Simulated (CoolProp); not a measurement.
Properties of hexamethyldisiloxane (MM) along the isobar 10.5 bar.

The numbers come from the reference Helmholtz-energy equation of state, Thol 2016 in CoolProp.

```csv
T (K),phase,density (kg/m³),Joule-Thomson coefficient (K/MPa),expansivity (1/kK)
216.9,liquid,843.9,-0.5051,1.197
229,liquid,831.6,-0.4956,?
241.2,liquid,819.3,-0.4843,1.231
253.3,liquid,807.1,-0.4713,1.253
265.5,liquid,794.7,?,1.280
277.6,liquid,782.4,-0.4405,1.309
289.8,liquid,769.8,-0.4227,1.344
301.9,liquid,757.3,-0.4035,1.382
314.1,liquid,744.4,?,1.427
326.2,liquid,731.4,-0.3593,1.477
338.4,liquid,718.1,-0.3336,1.534
```

Question: Fill in the missing entries.

Answer: 
- 229, expansivity (1/kK): 1.213
- 265.5, Joule-Thomson coefficient (K/MPa): -0.4566
- 314.1, Joule-Thomson coefficient (K/MPa): -0.3823
